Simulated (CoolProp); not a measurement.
Properties of R21 along the isobar 0.101 MPa.

Computed with CoolProp (reference Helmholtz-energy equation of state, Platzer 1990). This equation is an older, rougher fit.

```
T (°C)  phase  cp (kJ/(kg K))  cv (kJ/(kg K))  expansivity (1/kK)
------  -----  --------------  --------------  ------------------
129.85    gas          0.6919          0.6071               2.568
136.15    gas          0.6963          0.6117               2.524
142.55    gas          0.7007          0.6163               2.481
148.95    gas          0.7050          0.6208               2.440
155.25    gas          0.7093          0.6252               2.400
161.65    gas          0.7135          0.6296               2.362
168.05    gas          0.7177          0.6339               2.324
174.35    gas          0.7217          0.6381               2.289
180.75    gas          0.7258          0.6423               2.254
187.15    gas          0.7298          0.6465               2.220
193.45    gas          0.7337          0.6505               2.188
199.85    gas          0.7376          0.6544               2.156
```
